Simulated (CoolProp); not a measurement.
Properties of isohexane along the isobar 2.68 MPa (Tc = 224.6 °C, pc = 3.043 MPa, ω = 0.280).

Model: reference Helmholtz-energy equation of state, Lemmon 2006, in CoolProp. It is a short technical equation, of lower accuracy than the large ones.

```json
[
 {"T (°C)": "197.15", "phase": "liquid", "density (kg/m³)": "433.5", "cp (kJ/(kg K))": "3.541", "speed of sound (m/s)": "301.6", "expansivity (1/kK)": "6.030", "fugacity coefficient": "0.5612"},
 {"T (°C)": "203.45", "phase": "liquid", "density (kg/m³)": "415.4", "cp (kJ/(kg K))": "3.764", "speed of sound (m/s)": "260.5", "expansivity (1/kK)": "7.703", "fugacity coefficient": "0.5997"},
 {"T (°C)": "209.75", "phase": "liquid", "density (kg/m³)": "391.9", "cp (kJ/(kg K))": "4.197", "speed of sound (m/s)": "212.1", "expansivity (1/kK)": "11.27", "fugacity coefficient": "0.6383"},
 {"T (°C)": "222.25", "phase": "gas", "density (kg/m³)": "106.9", "cp (kJ/(kg K))": "4.252", "speed of sound (m/s)": "118.2", "expansivity (1/kK)": "19.60", "fugacity coefficient": "0.6930"},
 {"T (°C)": "228.55", "phase": "gas", "density (kg/m³)": "96.62", "cp (kJ/(kg K))": "3.697", "speed of sound (m/s)": "130.6", "expansivity (1/kK)": "13.37", "fugacity coefficient": "0.7083"},
 {"T (°C)": "234.75", "phase": "gas", "density (kg/m³)": "89.81", "cp (kJ/(kg K))": "3.451", "speed of sound (m/s)": "140.1", "expansivity (1/kK)": "10.48", "fugacity coefficient": "0.7219"},
 {"T (°C)": "241.05", "phase": "gas", "density (kg/m³)": "84.57", "cp (kJ/(kg K))": "3.311", "speed of sound (m/s)": "148.1", "expansivity (1/kK)": "8.719", "fugacity coefficient": "0.7347"},
 {"T (°C)": "247.35", "phase": "gas", "density (kg/m³)": "80.37", "cp (kJ/(kg K))": "3.224", "speed of sound (m/s)": "155.0", "expansivity (1/kK)": "7.531", "fugacity coefficient": "0.7466"},
 {"T (°C)": "253.55", "phase": "gas", "density (kg/m³)": "76.92", "cp (kJ/(kg K))": "3.168", "speed of sound (m/s)": "161.1", "expansivity (1/kK)": "6.679", "fugacity coefficient": "0.7575"},
 {"T (°C)": "259.85", "phase": "gas", "density (kg/m³)": "73.91", "cp (kJ/(kg K))": "3.130", "speed of sound (m/s)": "166.7", "expansivity (1/kK)": "6.017", "fugacity coefficient": "0.7679"},
 {"T (°C)": "266.15", "phase": "gas", "density (kg/m³)": "71.28", "cp (kJ/(kg K))": "3.104", "speed of sound (m/s)": "171.7", "expansivity (1/kK)": "5.492", "fugacity coefficient": "0.7777"},
 {"T (°C)": "272.45", "phase": "gas", "density (kg/m³)": "68.95", "cp (kJ/(kg K))": "3.088", "speed of sound (m/s)": "176.5", "expansivity (1/kK)": "5.065", "fugacity coefficient": "0.7869"}
]
```
